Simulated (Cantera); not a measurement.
Charge: 1 mol TiO2, a varied amount of H2, held at 1330 Pa.

These are equilibrium values from Cantera (NASA tables, ideal gas, pure condensed phases), not measurements of a reactor. Candidate condensed phases: H2O, Ti, TiO, TiO2, Ti2O3, Ti3O5, Ti4O7; 12 gas species. Mutual solubility and eutectic melting of coexisting phases are not modelled. Condensed phases not in the tables: Magnéli phases beyond Ti4O7. The numbers say what is thermodynamically allowed, not how fast it happens.

Task: What condenses at these points (T in K, n(H2) in mol): (1400, 940); (1500, 71); (1500, 9); (1550, 71); (1650, 560); (1450, 42); (1700, 120); (1800, 340)?

Result: 
| T (K) | n(H2) in mol | condensed phases | Ti condensed (%) |
|---|---|---|---|
| 1400 | 940 | Ti3O5 | 100.0 |
| 1500 | 71 | Ti3O5 + Ti4O7 | 100.0 |
| 1500 | 9 | TiO2 + Ti4O7 | 100.0 |
| 1550 | 71 | Ti3O5 | 100.0 |
| 1650 | 560 | Ti2O3 + Ti3O5 | 100.0 |
| 1450 | 42 | Ti4O7 | 100.0 |
| 1700 | 120 | Ti3O5 | 100.0 |
| 1800 | 340 | Ti2O3 | 100.0 |
